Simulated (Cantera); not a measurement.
A perfectly stirred reactor is fed with 1.55 % CH₄, 97.1 % H₂, 1.36 % CO₂, at 0.0133 bar; it is held at 1948 K, and followed from long to short residence time.

Cantera simulation using GRI-Mech 3.0 (53 species, 325 reactions); the numbers are that mechanism's predictions, not measurements. Radical loss at walls, strong at low pressure, is not modelled.

Problem. Predict: x(CH₄) at τ = 16.0 s; x(H₂) at τ = 16.0 s; x(CO₂) at τ = 16.0 s; x(CH₂) at τ = 16.0 s; x(C₂H₆) at τ = 16.0 s; x(CH₄) at τ = 0.190 s; x(H₂) at τ = 0.190 s; x(CO₂) at τ = 0.190 s; x(CH₂) at τ = 0.190 s; x(C₂H₆) at τ = 0.190 s.

Solution. 
- x(CH₄) at τ = 16.0 s = 0.000487
- x(H₂) at τ = 16.0 s = 0.962
- x(CO₂) at τ = 16.0 s = 2.70e-5
- x(CH₂) at τ = 16.0 s = 9.60e-7
- x(C₂H₆) at τ = 16.0 s = 2.29e-9
- x(CH₄) at τ = 0.190 s = 0.00570
- x(H₂) at τ = 0.190 s = 0.958
- x(CO₂) at τ = 0.190 s = 0.000799
- x(CH₂) at τ = 0.190 s = 3.80e-6
- x(C₂H₆) at τ = 0.190 s = 1.84e-7
